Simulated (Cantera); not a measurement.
**CaCO3 + O2 (calcination and drying)**

Input: 1 mol CaCO3, a varied amount of O2, at 1725 K and 0.240 bar.

Method: chemical equilibrium by Gibbs-energy minimisation in Cantera with the NASA 1993 tables (ideal gas, pure condensed phases). Candidate condensed phases: C, Ca, CaCO3, CaO; 15 gas species. Kinetics and transport are ignored.

```json
[
 {"n(O2) (mol)": "0.012", "x CO2": "0.986", "x O2": "0.0127", "x CO": "0.00164", "x O": "1.33e-5", "x O3": "9.92e-12", "n CaO(s)": "1.00"},
 {"n(O2) (mol)": "0.025", "x CO2": "0.974", "x O2": "0.0249", "x CO": "0.00115", "x O": "1.87e-5", "x O3": "2.74e-11", "n CaO(s)": "1.00"},
 {"n(O2) (mol)": "0.056", "x CO2": "0.946", "x O2": "0.0534", "x CO": "0.000764", "x O": "2.74e-5", "x O3": "8.59e-11", "n CaO(s)": "1.00"},
 {"n(O2) (mol)": "0.12", "x CO2": "0.892", "x O2": "0.107", "x CO": "0.000508", "x O": "3.88e-5", "x O3": "2.45e-10", "n CaO(s)": "1.00"},
 {"n(O2) (mol)": "0.27", "x CO2": "0.787", "x O2": "0.213", "x CO": "0.000319", "x O": "5.46e-5", "x O3": "6.83e-10", "n CaO(s)": "1.00"},
 {"n(O2) (mol)": "0.59", "x CO2": "0.629", "x O2": "0.371", "x CO": "0.000193", "x O": "7.22e-5", "x O3": "1.57e-9", "n CaO(s)": "1.00"},
 {"n(O2) (mol)": "1.3", "x CO2": "0.435", "x O2": "0.565", "x CO": "0.000108", "x O": "8.91e-5", "x O3": "2.96e-9", "n CaO(s)": "1.00"},
 {"n(O2) (mol)": "2.8", "x CO2": "0.263", "x O2": "0.737", "x CO": "5.72e-5", "x O": "0.000102", "x O3": "4.40e-9", "n CaO(s)": "1.00"}
]
```
x: gas mole fraction; n: condensed amount in mol.

From 0.012 mol O2 to 2.8 mol O2 the condensed part is CaO(s).
